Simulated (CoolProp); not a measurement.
Properties of carbonyl sulfide along the isobar 0.799 MPa.

The numbers come from the reference Helmholtz-energy equation of state, Lemmon 2006 in CoolProp. It is a short technical equation, of lower accuracy than the large ones.

```
T (°C)  phase  density (kg/m³)  cp (kJ/(kg K))  cv (kJ/(kg K))  isothermal compressibility (1/MPa)  fugacity coefficient
------  -----  ---------------  --------------  --------------  ----------------------------------  --------------------
38.95     gas            20.14          0.7880          0.5921                               1.372                0.9245
54.15     gas            18.96          0.7835          0.5980                               1.352                0.9348
69.45     gas            17.93          0.7829          0.6050                               1.336                0.9433
84.75     gas            17.02          0.7845          0.6124                               1.323                0.9504
99.95     gas            16.21          0.7876          0.6201                               1.313                0.9563
115.25    gas            15.48          0.7916          0.6277                               1.305                0.9614
130.45    gas            14.83          0.7962          0.6353                               1.298                0.9657
145.75    gas            14.23          0.8011          0.6427                               1.293                0.9695
160.95    gas            13.68          0.8063          0.6499                               1.288                0.9728
176.25    gas            13.17          0.8116          0.6570                               1.284                0.9756
191.45    gas            12.71          0.8169          0.6638                               1.280                0.9781
206.75    gas            12.27          0.8223          0.6705                               1.277                0.9803
222.05    gas            11.87          0.8276          0.6769                               1.275                0.9823
237.25    gas            11.50          0.8328          0.6831                               1.272                0.9840
252.55    gas            11.14          0.8380          0.6892                               1.270                0.9855
267.75    gas            10.82          0.8431          0.6950                               1.268                0.9869
```
